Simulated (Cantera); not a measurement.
Standard-state values (1 bar) from the NASA 1993 polynomials, evaluated with Cantera. Values are per mole of reaction as written; species without (g) are pure solids or liquids, kept so even where they would boil at 1 bar.

Question: Between 600 and 1500 K, where is each reaction favourable under standard conditions?
- H2S(g) + Ni → NiS + H2(g)

Answer: 
- H2S(g) + Ni → NiS + H2(g): ΔG° is -38 kJ at 600 K and -21 kJ at 1500 K; it stays negative (K > 1). ΔH° is -11 kJ and ΔS° 7 J/K at 1500 K.
